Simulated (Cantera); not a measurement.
# Transport properties of process gases

Gas mixture: 30.4 % CO₂, 69.6 % H₂, at 0.000918 atm, frozen composition.

Cantera's kinetic-theory transport with the Lennard-Jones parameters of GRI-Mech 3.0, ideal gas; thermal conductivity in the multicomponent form.

| T (K) | ρ (kg/m³) | cp (J/kg/K) | μ (µPa s) | λ (mW/m/K) | Pr | D (cm²/s) CO₂ | D (cm²/s) NH₃ | D (cm²/s) CH₃ |
|---|---|---|---|---|---|---|---|---|
| 400 | 0.000414 | 2226 | 19.0 | 122 | 0.348 | 1190 | 681 | 675 |
| 600 | 0.000276 | 2349 | 26.2 | 165 | 0.373 | 2380 | 1450 | 1370 |
| 800 | 0.000207 | 2450 | 32.5 | 206 | 0.386 | 3860 | 2440 | 2250 |
| 1000 | 0.000166 | 2535 | 38.0 | 246 | 0.392 | 5600 | 3620 | 3280 |
| 1200 | 0.000138 | 2616 | 43.1 | 286 | 0.394 | 7590 | 4970 | 4460 |
| 1400 | 0.000118 | 2687 | 47.8 | 326 | 0.394 | 9800 | 6470 | 5770 |
D: mixture-averaged diffusion coefficient of that species in the mixture.
